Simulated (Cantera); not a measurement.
A perfectly stirred reactor is fed with C2H6 : N2 : H2O = 1 : 6.3 : 0.6 (molar parts), at 101000 Pa; it is held at 1300 K, and followed from long to short residence time.

Cantera simulation using GRI-Mech 3.0 (53 species, 325 reactions); the numbers are that mechanism's predictions, not measurements. GRI-Mech 3.0 stops at C3 and has no aromatics, soot or wall deposition, so with more carbon than oxygen in the feed, carbon stays in small species such as C2H2 where larger ones or solid carbon would form.

Problem. Predict: x(C2H6) at τ = 5.00 s; x(CH3) at τ = 5.00 s; x(CH4) at τ = 5.00 s; x(C2H6) at τ = 46.0 ms; x(CH2) at τ = 46.0 ms; x(CH3) at τ = 46.0 ms; x(CH4) at τ = 46.0 ms.

Solution. 
```
Quantity                  Result
----------------------  --------
x(C2H6) at τ = 5.00 s   0.000439
x(CH3) at τ = 5.00 s     9.76e-6
x(CH4) at τ = 5.00 s      0.0426
x(C2H6) at τ = 46.0 ms   0.00740
x(CH2) at τ = 46.0 ms    1.01e-9
x(CH3) at τ = 46.0 ms    3.12e-5
x(CH4) at τ = 46.0 ms     0.0235
```
